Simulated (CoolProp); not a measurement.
Saturated liquid density (kg/m³) of cyclopropane: the reference equation beside estimates from Tc = 125.5 °C, pc = 5605 kPa, ω = 0.131. Rackett uses Z = 0.29056 − 0.08775 ω.

Computed with CoolProp (reference Helmholtz-energy equation of state, Polt 1992). This equation is an older, rougher fit; its heat capacities, sound speeds and derivatives of the liquid may be far off and weren't checked against measurements.

| T (°C) | reference | Rackett | Redlich-Kwong | Soave-Redlich-Kwong |
|---|---|---|---|---|
| 26.25 | 617.1 | 601.2 | 554.9 | 565.6 |
| 32.45 | 607.3 | 591.8 | 543.8 | 554.7 |
| 38.75 | 597.0 | 582.0 | 532.0 | 543.2 |
| 44.95 | 586.5 | 572.1 | 519.9 | 531.3 |
| 51.25 | 575.4 | 561.5 | 507.1 | 518.6 |
| 57.55 | 563.8 | 550.6 | 493.7 | 505.3 |
| 63.75 | 551.9 | 539.3 | 479.9 | 491.4 |
| 70.05 | 539.2 | 527.2 | 465.1 | 476.5 |
| 76.25 | 525.9 | 514.6 | 449.6 | 460.8 |
| 82.55 | 511.5 | 500.9 | 433.0 | 443.8 |
| 88.75 | 496.1 | 486.4 | 415.4 | 425.8 |
| 95.05 | 478.9 | 470.3 | 396.0 | 405.8 |
| 101.25 | 459.9 | 452.5 | 375.0 | 384.0 |

Absolute difference from the reference over all 13 rows, mean and median: Rackett 2.2 and 2.3 %, Redlich-Kwong 13.5 and 13.0 %, Soave-Redlich-Kwong 11.5 and 11.0 %.
